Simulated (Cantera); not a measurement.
A closed system holds: 1 mol Al, 0.16 mol H2O, 0.055 mol O2, equilibrated at 1450 °C and 51.0 Torr.

Equilibrium computed with Cantera from the NASA thermochemical tables; the gas is ideal and each condensed phase is pure. Candidate condensed phases: Al, Al2O3, H2O; 19 gas species. Mutual solubility and eutectic melting of coexisting phases are not modelled. The numbers say what is thermodynamically allowed, not how fast it happens.

Base state: H2 0.987, Al2O 0.00652, Al 0.00469, H 0.000695, AlH 0.000688 (mole fractions); condensed: Al(l) + Al2O3(s).

What changes in the equilibrium state with this change: temperature from 1450 °C to 1402 °C?


| species | before | after |
|---|---|---|
| H2 | 0.987 | 0.993 |
| Al2O | 0.00652 | 0.00311 |
| Al | 0.00469 | 0.00254 |
| AlH | 0.000688 | 0.000433 |
| H | 0.000695 | 0.000444 |
| Al(l), mol | 0.818 | 0.819 |
| Al2O3(s), mol | 0.0896 | 0.0898 |
